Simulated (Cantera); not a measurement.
Low-pressure radical oxidation in H2/O2

An isothermal, constant-pressure homogeneous reactor starts with H₂ : O₂ : N₂ = 0.0096 : 1 : 2.2 (molar parts), equivalence ratio 0.0048, at 1100 K and 1900 Pa.

Cantera simulation using GRI-Mech 3.0 (53 species, 325 reactions); the numbers are that mechanism's predictions, not measurements. Radical loss at walls, strong at low pressure, is not modelled.

```json
[
 {"t (s)": "1.00e-5", "x H₂": "0.00299", "x O₂": "0.312", "x NO": "<1e-12", "x NO₂": "<1e-12", "x OH": "<1e-12"},
 {"t (s)": "3.59e-5", "x H₂": "0.00299", "x O₂": "0.312", "x NO": "<1e-12", "x NO₂": "<1e-12", "x OH": "<1e-12"},
 {"t (s)": "0.000129", "x H₂": "0.00299", "x O₂": "0.312", "x NO": "<1e-12", "x NO₂": "<1e-12", "x OH": "6.22e-12"},
 {"t (s)": "0.000464", "x H₂": "0.00299", "x O₂": "0.312", "x NO": "<1e-12", "x NO₂": "<1e-12", "x OH": "4.69e-11"},
 {"t (s)": "0.00167", "x H₂": "0.00299", "x O₂": "0.312", "x NO": "<1e-12", "x NO₂": "<1e-12", "x OH": "2.87e-10"},
 {"t (s)": "0.00599", "x H₂": "0.00299", "x O₂": "0.312", "x NO": "<1e-12", "x NO₂": "<1e-12", "x OH": "5.58e-9"},
 {"t (s)": "0.0215", "x H₂": "0.00286", "x O₂": "0.311", "x NO": "<1e-12", "x NO₂": "<1e-12", "x OH": "5.10e-5"},
 {"t (s)": "0.0774", "x H₂": "1.11e-5", "x O₂": "0.309", "x NO": "4.54e-9", "x NO₂": "<1e-12", "x OH": "0.000146"},
 {"t (s)": "0.278", "x H₂": "4.42e-6", "x O₂": "0.310", "x NO": "9.14e-9", "x NO₂": "2.73e-12", "x OH": "9.30e-5"},
 {"t (s)": "1.00", "x H₂": "8.04e-7", "x O₂": "0.310", "x NO": "1.11e-8", "x NO₂": "7.36e-12", "x OH": "4.02e-5"}
]
```
x: mole fraction; the columns are a selection and need not sum to one.

Equilibrium at this temperature and pressure: H₂ 5.17e-11, O₂ 0.310, NO 9.70e-5, NO₂ 4.63e-7, OH 3.51e-7 (gas phase only).
